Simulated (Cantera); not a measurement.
What does this Cantera script print?

```python
import numpy as np
import cantera as ct

gas = ct.Solution("SiF4_NH3_mec.yaml", "gas")
gas.TPX = 1700, 23000, {'NH3': 1, 'H2': 2.3, 'N2': 0.24}
inlet = ct.Reservoir(gas, clone=True)

reactor = ct.IdealGasConstPressureReactor(gas, energy="off", clone=False)
exhaust = ct.Reservoir(gas, clone=True)
tau = [6.5, 2.3, 0.8, 0.28, 0.097, 0.034, 0.012, 0.0041][0]
for a, b in ((inlet, reactor), (reactor, exhaust)):
    ct.MassFlowController(a, b, mdot=lambda t: reactor.mass / tau)
net = ct.ReactorNet([reactor])
show = ['NH3', 'H2', 'NH2', 'NH', 'H', 'N2', 'N2H2']

rows = []
print(f"{'tau/s':>10s}{'T/K':>9s}" + "".join(f"{s:>11s}" for s in show))
for tau in [6.5, 2.3, 0.8, 0.28, 0.097, 0.034, 0.012, 0.0041]:
    net.initial_time = 0.0
    net.advance(30 * tau)
    before = gas.X
    net.advance(40 * tau)
    drift = np.max(np.abs(gas.X - before) / (gas.X + 1e-9))
    rows.append([gas.T, *gas[show].X, drift])
    print(f"{tau:10.3e}{gas.T:9.1f}" + "".join(f"{x:11.3e}" for x in gas[show].X))
```

It prints:

```
     tau/s      T/K        NH3         H2        NH2         NH          H         N2       N2H2
 6.500e+00   1700.0  1.551e-01  7.340e-01  6.672e-05  6.593e-07  1.246e-04  1.107e-01  1.141e-07
 2.300e+00   1700.0  2.149e-01  6.944e-01  8.385e-05  7.489e-07  1.069e-04  9.054e-02  1.794e-07
 8.000e-01   1700.0  2.537e-01  6.686e-01  9.388e-05  7.931e-07  9.760e-05  7.744e-02  2.253e-07
 2.800e-01   1700.0  2.716e-01  6.568e-01  9.782e-05  8.035e-07  9.332e-05  7.141e-02  2.447e-07
 9.700e-02   1700.0  2.787e-01  6.521e-01  9.793e-05  7.847e-07  9.041e-05  6.903e-02  2.442e-07
 3.400e-02   1700.0  2.812e-01  6.504e-01  9.393e-05  7.161e-07  8.572e-05  6.818e-02  2.215e-07
 1.200e-02   1700.0  2.821e-01  6.499e-01  8.162e-05  5.402e-07  7.418e-05  6.789e-02  1.603e-07
 4.100e-03   1700.0  2.824e-01  6.497e-01  5.226e-05  2.224e-07  4.743e-05  6.780e-02  5.857e-08
```

Computed with Cantera and the gas-phase N/H chemistry of the illustrative SiF4/NH3 mechanism in the Surface Chemkin manual (1991). Walls and surfaces, which speed up NH3 decomposition in real reactors, are not modelled.
